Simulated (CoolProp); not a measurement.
The fluid at 293.15 K and 2.42 MPa flows at 2.6 m/s in a round tube of 50 mm bore and 45 µm roughness, fully developed (64/Re and Nu = 3.66 if laminar; Colebrook and Gnielinski if turbulent). The same conditions are run with several fluids, on thermodynamics alone (safety and materials aside).

Values from CoolProp's reference Helmholtz-energy equation of state of each fluid (isobutane: Bücker 2006; R11: Jacobsen 1992; R124: de Vries 1995; R123: Younglove 1994; propane: Lemmon 2009).

```csv
fluid,Reynolds number,Darcy friction factor,pressure drop (Pa/m),heat-transfer coefficient (W/(m² K)),mass flow (kg/h)
isobutane,442000,0.0199,753,4250,10300
R11,416000,0.0199,2010,3990,27500
R124,654000,0.0196,1840,4880,25400
R123,423000,0.0199,1990,3990,27300
propane,622000,0.0197,671,5190,9270
```

Transport values come from each fluid's own correlations; those of R11, R124 are estimates that may be off by 10 % or more.
